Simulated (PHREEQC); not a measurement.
Make-up at 20 °C: 1.1 mmol/kgw H2SO4, 34 mmol/kgw NaCl and 1.9 mmol/kgw KCl. Closed to the air; pH follows from the charge balance.

Computed with PHREEQC (ion-association model, phreeqc.dat).

Each row changes one thing in this solution. This is a speciation only: nothing precipitates in the calculation.

```
case                                        pH  SI of Halite (NaCl)
----------------------------------------  ----  -------------------
as made                                   2.74                -4.64
H2SO4 from 0.0011 to 0.00165 mol/kgw      2.57                -4.64
KCl from 0.0019 to 0.0038 mol/kgw         2.74           (withheld)
H2SO4 from 0.0011 to 0.0055 mol/kgw       2.09           (withheld)
KCl left out                              2.74                -4.66
KCl replaced by HCl at the same molality  2.47                -4.64
H2SO4 left out                            7.07                -4.63
diluted 2-fold with water                 3.02                -5.20
```

### Question
What belongs in the gaps?

### Answer

- KCl from 0.0019 to 0.0038 mol/kgw, SI of Halite (NaCl): -4.62
- H2SO4 from 0.0011 to 0.0055 mol/kgw, SI of Halite (NaCl): -4.65
